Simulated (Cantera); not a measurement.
**Adiabatic ignition**

An adiabatic, constant-volume homogeneous reactor starts with 8.23 % CH3OH, 19.3 % O2, 72.5 % N2, equivalence ratio 0.64, at 1473 K and 290000 Pa.

Computed with Cantera and GRI-Mech 3.0 (53 species, 325 reactions). GRI-Mech 3.0 was tuned for natural gas; its chemistry of methanol as a main component is partial and can be far from experiment.

| t (s) | T (K) | P (bar) | x CH3OH | x O2 | x O | x C2H | x NO | x CH3 |
|---|---|---|---|---|---|---|---|---|
| 8.00e-6 | 1473 | 2.90 | 0.0822 | 0.193 | 1.95e-8 | <1e-12 | <1e-12 | 7.06e-6 |
| 2.95e-5 | 1474 | 2.90 | 0.0818 | 0.192 | 3.76e-8 | <1e-12 | <1e-12 | 5.58e-6 |
| 0.000109 | 1596 | 3.22 | 0.0526 | 0.173 | 2.82e-6 | <1e-12 | 3.19e-11 | 5.27e-6 |
| 0.000400 | 2795 | 5.84 | <1e-12 | 0.0644 | 0.00562 | <1e-12 | 0.00767 | <1e-12 |
| 0.00147 | 2781 | 5.81 | <1e-12 | 0.0602 | 0.00515 | <1e-12 | 0.0168 | <1e-12 |
| 0.00543 | 2779 | 5.80 | <1e-12 | 0.0597 | 0.00511 | <1e-12 | 0.0177 | <1e-12 |
| 0.0200 | 2779 | 5.80 | <1e-12 | 0.0597 | 0.00511 | <1e-12 | 0.0177 | <1e-12 |
| 0.0737 | 2779 | 5.80 | <1e-12 | 0.0597 | 0.00511 | <1e-12 | 0.0177 | <1e-12 |
| 0.271 | 2779 | 5.80 | <1e-12 | 0.0597 | 0.00511 | <1e-12 | 0.0177 | <1e-12 |
| 1.00 | 2779 | 5.80 | <1e-12 | 0.0597 | 0.00511 | <1e-12 | 0.0177 | <1e-12 |
x: mole fraction; the columns are a selection and need not sum to one.

- time of steepest temperature rise = 0.120 ms
- temperature at 1.00 s = 2779 K
- equilibrium temperature = 2779 K
- x(CH3OH) at 1.00 s = <1e-12 (gas-phase equilibrium <1e-12)
- x(O2) at 1.00 s = 0.0597 (gas-phase equilibrium 0.0597)
- x(O) at 1.00 s = 0.00511 (gas-phase equilibrium 0.00511)
